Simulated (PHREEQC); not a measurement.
**Metal-bearing waste water**

Solution (25 °C): 0.027 mol NiSO4, 0.036 mol CaCl2, 0.0036 mol NaHCO3 and 0.0071 mol NaCl per kg of water. Closed to the air; pH follows from the charge balance.

All values are PHREEQC results (ion-association model, wateq4f.dat), not measurements.

Each row changes one thing in this solution. No solid was allowed to form.

| case | pH | ionic strength (mol/kgw) | Ca+2 (mol/kgw) | Ni+2 (mol/kgw) | SO4-2 (mol/kgw) | CaSO4 (mol/kgw) | SI of Gypsum (CaSO4:2H2O) | SI of Morenosite (NiSO4:7H2O) |
|---|---|---|---|---|---|---|---|---|
| as made | 6.01 | 0.167 | 0.0280 | 0.0190 | 0.0139 | 0.00788 | +0.19 | -2.22 |
| temperature from 25 to 80 °C | 5.93 | 0.163 | 0.0272 | 0.0188 | 0.0127 | 0.00865 | +0.20 | -2.70 |
| NaHCO3 left out | … | 0.167 | 0.0282 | 0.0203 | 0.0137 | 0.00783 | +0.19 | … |
| diluted 10-fold with water | 6.35 | 0.0193 | 0.00317 | 0.00225 | 0.00197 | 0.000430 | -1.08 | -3.46 |
| NaCl from 0.0071 to 0.00781 mol/kgw | 6.01 | 0.168 | 0.0280 | 0.0190 | 0.0139 | 0.00787 | +0.19 | -2.22 |
| temperature from 25 to 75 °C | … | 0.163 | 0.0273 | 0.0188 | 0.0128 | 0.00862 | +0.19 | -2.66 |

Q: Some entries are withheld; supply them.

A: 
- NaHCO3 left out, pH: 6.09
- NaHCO3 left out, SI of Morenosite (NiSO4:7H2O): -2.20
- temperature from 25 to 75 °C, pH: 5.92

Some of these states are supersaturated (in Gypsum, for instance). In wateq4f.dat the enthalpy of Ni(OH)2 has the wrong sign, so its saturation index can't be trusted away from 25 °C. Away from 25 °C the constants follow the database's enthalpies or fits; those with neither stay at their 25 °C values.
